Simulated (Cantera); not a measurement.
An isothermal, constant-pressure homogeneous reactor starts with 2.44 % H₂, 97.6 % O₂, equivalence ratio 0.013, at 975 K and 3.75 Torr.

Model: GRI-Mech 3.0 (53 species, 325 reactions), integrated in Cantera. Radical loss at walls, strong at low pressure, is not modelled.

x: mole fraction; the columns are a selection and need not sum to one.

```tsv
t (s)	x H₂	x O₂	x H	x O	x HO₂	x H₂O	x H₂O₂
1.00e-6	0.0244	0.976	<1e-12	<1e-12	<1e-12	<1e-12	<1e-12
3.16e-6	0.0244	0.976	<1e-12	<1e-12	<1e-12	<1e-12	<1e-12
1.00e-5	0.0244	0.976	<1e-12	<1e-12	<1e-12	<1e-12	<1e-12
3.16e-5	0.0244	0.976	1.31e-12	<1e-12	1.36e-12	<1e-12	<1e-12
0.000100	0.0244	0.976	3.84e-12	<1e-12	4.30e-12	<1e-12	<1e-12
0.000316	0.0244	0.976	1.02e-11	4.07e-12	1.36e-11	<1e-12	<1e-12
0.00100	0.0244	0.976	2.69e-11	3.14e-11	4.31e-11	1.55e-11	<1e-12
0.00316	0.0244	0.976	1.39e-10	3.16e-10	1.38e-10	3.22e-10	<1e-12
0.0100	0.0244	0.976	___	2.84e-8	6.92e-10	3.89e-8	<1e-12
0.0316	0.0143	0.969	___	0.00473	2.09e-6	0.00789	8.06e-8
0.100	0.000210	0.963	___	0.0107	1.70e-6	0.0228	1.57e-8
0.316	7.52e-5	0.971	___	0.00402	1.23e-6	0.0241	1.57e-8
1.00	1.30e-5	0.975	___	0.000719	5.81e-7	0.0246	1.43e-8
```

Question: Fill in the missing entries.

Answer: 
- 0.0100, x H: 1.07e-8
- 0.0316, x H: 0.00292
- 0.100, x H: 0.00226
- 0.316, x H: 0.000497
- 1.00, x H: 3.66e-5
